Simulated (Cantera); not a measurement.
An adiabatic, constant-volume homogeneous reactor starts with CH4 : CO : O2 : N2 : CO2 = 2.6 : 1 : 3.21 : 12.1 : 0.46 (molar parts), equivalence ratio 1.8, at 1775 K and 1000000 Pa.

Cantera simulation using GRI-Mech 3.0 (53 species, 325 reactions); the numbers are that mechanism's predictions, not measurements. Above 3000 K some thermodynamic fits are extrapolated.

Problem. Predict: time of steepest temperature rise; temperature at 2.00 s; equilibrium temperature; x(CO) at 2.00 s; x(O2) at 2.00 s; x(OH) at 2.00 s; x(CH2O) at 2.00 s; x(H) at 2.00 s.

Solution. 
```json
{
 "time_of_steepest_temperature_rise": "22.7 µs",
 "temperature at 2.00 s": "3110 K",
 "equilibrium_temperature": "3110 K",
 "x(CO) at 2.00 s": "0.151 (gas-phase equilibrium 0.151)",
 "x(O2) at 2.00 s": "0.000699 (gas-phase equilibrium 0.000699)",
 "x(OH) at 2.00 s": "0.00926 (gas-phase equilibrium 0.00926)",
 "x(CH2O) at 2.00 s": "9.78e-8 (gas-phase equilibrium 9.78e-8)",
 "x(H) at 2.00 s": "0.0142 (gas-phase equilibrium 0.0142)"
}
```
